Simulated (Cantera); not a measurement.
Input (Python, Cantera) and output of one run.

```python
import numpy as np
import cantera as ct

gas_names = """
    CL CL2 H HCL H2 Si SiCL SiCL2 SiCL3 SiCL4 SiH SiHCL3 SiH2 SiH2CL2 SiH3 SiH3CL SiH4 Si2 Si3
""".split()
cond_names = """
    Si(cr) Si(L)
""".split()


# ... load() reads the species with a 1 bar reference pressure and builds the phases ...
atoms = {
    'Si3H8': {'Si': 3, 'H': 8},
    'Cl2': {'CL': 2},
    'H2': {'H': 2},
}
top_T = {}  # K; cautious upper limits of use, not melting points


# ... equilibrate(T, P, feed) seeds the gas with the atoms and calls Mixture.equilibrate('TP', solver="vcs", rtol=1e-11, max_steps=5000) ...
results = []
feed = {'Si3H8': 1, 'Cl2': 0.95, 'H2': 170}  # mol
P = 43000  # Pa
for T in [875, 950, 1025, 1100, 1175, 1250, 1325, 1400, 1475, 1550, 1625, 1700]:
    mix = equilibrate(T, P, feed)
    results.append((T, P, feed, dict(zip(mix.species_names, mix.species_moles))))
    x = sorted(zip(gas.X, gas.species_names), reverse=True)
    print(f"T = {T:g} K  P = {P:g} Pa  gas = {mix.phase_moles(0):.4g} mol")
    print("   x: " + "  ".join(f"{s} {v:.3e}" for v, s in x if v > 0.001))
    print("   condensed (mol): " + ("  ".join(f"{mix.phase(i).name} {mix.phase_moles(i):.4g}"
          for i in range(1, mix.n_phases) if mix.phase_moles(i) > 1e-12) or "none"))
```

Output:

```
T = 875 K  P = 43000 Pa  gas = 174.4 mol
   x: H2 9.957e-01  SiHCL3 1.608e-03  HCL 1.413e-03  SiCL4 1.042e-03
   condensed (mol): Si(cr) 2.495
T = 950 K  P = 43000 Pa  gas = 174.5 mol
   x: H2 9.946e-01  HCL 2.899e-03  SiHCL3 1.347e-03
   condensed (mol): Si(cr) 2.571
T = 1025 K  P = 43000 Pa  gas = 174.6 mol
   x: H2 9.931e-01  HCL 5.050e-03
   condensed (mol): Si(cr) 2.68
T = 1100 K  P = 43000 Pa  gas = 174.8 mol
   x: H2 9.914e-01  HCL 7.410e-03
   condensed (mol): Si(cr) 2.8
T = 1175 K  P = 43000 Pa  gas = 174.9 mol
   x: H2 9.902e-01  HCL 9.116e-03
   condensed (mol): Si(cr) 2.887
T = 1250 K  P = 43000 Pa  gas = 174.9 mol
   x: H2 9.897e-01  HCL 9.865e-03
   condensed (mol): Si(cr) 2.926
T = 1325 K  P = 43000 Pa  gas = 174.9 mol
   x: H2 9.895e-01  HCL 1.010e-02
   condensed (mol): Si(cr) 2.938
T = 1400 K  P = 43000 Pa  gas = 174.9 mol
   x: H2 9.895e-01  HCL 1.016e-02
   condensed (mol): Si(cr) 2.94
T = 1475 K  P = 43000 Pa  gas = 174.9 mol
   x: H2 9.895e-01  HCL 1.016e-02
   condensed (mol): Si(cr) 2.939
T = 1550 K  P = 43000 Pa  gas = 175 mol
   x: H2 9.895e-01  HCL 1.014e-02
   condensed (mol): Si(cr) 2.937
T = 1625 K  P = 43000 Pa  gas = 175 mol
   x: H2 9.894e-01  HCL 1.012e-02
   condensed (mol): Si(cr) 2.934
T = 1700 K  P = 43000 Pa  gas = 175 mol
   x: H2 9.893e-01  HCL 1.010e-02
   condensed (mol): Si(L) 2.931
```

Method: chemical equilibrium by Gibbs-energy minimisation in Cantera with the NASA 1993 tables (ideal gas, pure condensed phases). The feed counts by its element totals alone. The tables' values for SiCl3 are old estimates; treat these amounts as uncertain. Gases not in the tables: Si2H6 and higher silanes.
